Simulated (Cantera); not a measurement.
Feed: 1 mol Fe2O3, 1.8 mol Cl2, 0.18 mol O2, equilibrated at 16.0 Pa.

Cantera equilibrium calculation (NASA polynomials, part measured and part estimated; ideal gas, pure solids and liquids). Candidate condensed phases: Fe, FeCl2, FeCl3, FeO, Fe2O3, Fe3O4; 13 gas species. Condensed phases not in the tables: FeOCl. The numbers say what is thermodynamically allowed, not how fast it happens.

Q: What share of the Fe ends up in condensed phases as a function of T (K), at 873, 923, 973, 1023, 1073, 1123, 1173, 1223, 1273, 1323, 1373, 1423, 1473, 1523?

A: 
| T (K) | Fe condensed (%) | as |
|---|---|---|
| 873 | 98.8 | Fe2O3(s) |
| 923 | 96.8 | Fe2O3(s) |
| 973 | 92.8 | Fe2O3(s) |
| 1023 | 86.1 | Fe2O3(s) |
| 1073 | 76.0 | Fe2O3(s) |
| 1123 | 62.2 | Fe2O3(s) |
| 1173 | 47.2 | Fe2O3(s) |
| 1223 | 35.2 | Fe2O3(s) |
| 1273 | 28.4 | Fe2O3(s) |
| 1323 | 25.2 | Fe2O3(s) |
| 1373 | 24.5 | Fe3O4(s) |
| 1423 | 24.7 | Fe3O4(s) |
| 1473 | 25.2 | Fe3O4(s) |
| 1523 | 25.8 | Fe3O4(s) |
